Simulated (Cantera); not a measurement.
A closed system holds: 1 mol MgF₂, 2.4 mol O₂, a varied amount of H₂, held at 1550 °C and 1.90 mbar.

These are equilibrium values from Cantera (NASA tables, ideal gas, pure condensed phases), not measurements of a reactor. Candidate condensed phases: H₂O, Mg, MgF₂, MgO, Mg(OH)₂; 31 gas species. Equilibrium is a limit: real reactors are often held back by kinetics, nucleation or transport.

### Question
At 3.5 mol H₂, list the 4 most abundant gas species with their mole fractions, and the condensed phases.

### Answer
H₂O 0.480, HF 0.382, O₂ 0.124, OH 0.00728. Condensed: MgO(s).
